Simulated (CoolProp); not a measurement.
Vapour-liquid equilibrium of CH2F2 (R32) (1) + R227EA (2) at 0.977 MPa; x and y are mole fractions of (1).

Values from CoolProp's multi-fluid Helmholtz-energy mixture model, Tillner-Roth 1997 and Lemmon 2016; pair parameters Bell 2016.

```tsv
x	bubble temperature, mixture model (K)	bubble temperature, Raoult's law (K)	y, mixture model	y, Raoult's law
0.05	321.5	321.2	0.121	0.154
0.2	309.9	310.1	0.418	0.471
0.35	300.5	301.6	0.619	0.664
0.5	293.3	294.8	0.749	0.790
0.65	288.0	289.2	0.839	0.877
0.8	283.7	284.4	0.911	0.940
0.95	280.1	280.3	0.977	0.987
```

The largest gap from Raoult's law is -1.5 K in bubble temperature, at x = 0.5. No azeotrope shows between x = 0.05 and 0.95.

The pair parameters rest on a limited set of measurements; away from them the model extrapolates. The gap from Raoult's law changes sign with composition, which may be real or a fault of the pair parameters; it wasn't checked against measurements.
